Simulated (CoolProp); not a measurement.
Isobutene along the isobar 6.81 MPa: fugacity coefficient from the reference equation and from simpler models built on Tc = 144.9 °C, pc = 4.016 MPa, ω = 0.193; each cubic takes its own stable root.

Model: reference Helmholtz-energy equation of state, Lemmon 2005, in CoolProp. It is a short technical equation, of lower accuracy than the large ones.

| T (°C) | phase | reference | van der Waals | Redlich-Kwong | Soave-Redlich-Kwong | Peng-Robinson |
|---|---|---|---|---|---|---|
| 138.35 | liquid | 0.4070 | 0.4679 | 0.4281 | 0.4243 | 0.4040 |
| 143.85 | liquid | ? | 0.4840 | 0.4494 | 0.4488 | 0.4273 |
| 149.35 | supercritical | 0.4551 | 0.5000 | 0.4705 | 0.4730 | 0.4504 |
| 154.75 | supercritical | 0.4786 | 0.5156 | 0.4909 | 0.4965 | 0.4729 |
| 160.25 | supercritical | 0.5022 | 0.5313 | 0.5113 | 0.5199 | 0.4953 |
| 165.65 | supercritical | 0.5249 | ? | 0.5308 | 0.5422 | 0.5165 |
| 171.15 | supercritical | 0.5472 | 0.5616 | 0.5500 | 0.5640 | 0.5373 |
| 176.65 | supercritical | 0.5684 | 0.5764 | 0.5684 | 0.5846 | 0.5571 |
| 182.05 | supercritical | 0.5880 | 0.5905 | 0.5857 | 0.6037 | ? |
| 187.55 | supercritical | 0.6065 | 0.6045 | ? | 0.6218 | 0.5927 |
| 193.05 | supercritical | 0.6236 | 0.6181 | 0.6178 | 0.6388 | 0.6089 |
| 198.45 | supercritical | 0.6392 | 0.6308 | ? | 0.6543 | 0.6240 |
| 203.95 | supercritical | 0.6540 | 0.6432 | 0.6459 | 0.6692 | 0.6384 |
| 209.45 | supercritical | 0.6678 | 0.6550 | 0.6589 | ? | ? |
| 214.85 | supercritical | 0.6807 | 0.6661 | ? | 0.6963 | 0.6647 |

### Question
Some entries are withheld; supply them.

### Answer

- 143.85, reference: 0.4310
- 165.65, van der Waals: 0.5464
- 182.05, Peng-Robinson: 0.5753
- 187.55, Redlich-Kwong: 0.6022
- 198.45, Redlich-Kwong: 0.6322
- 209.45, Soave-Redlich-Kwong: 0.6833
- 209.45, Peng-Robinson: 0.6520
- 214.85, Redlich-Kwong: 0.6709
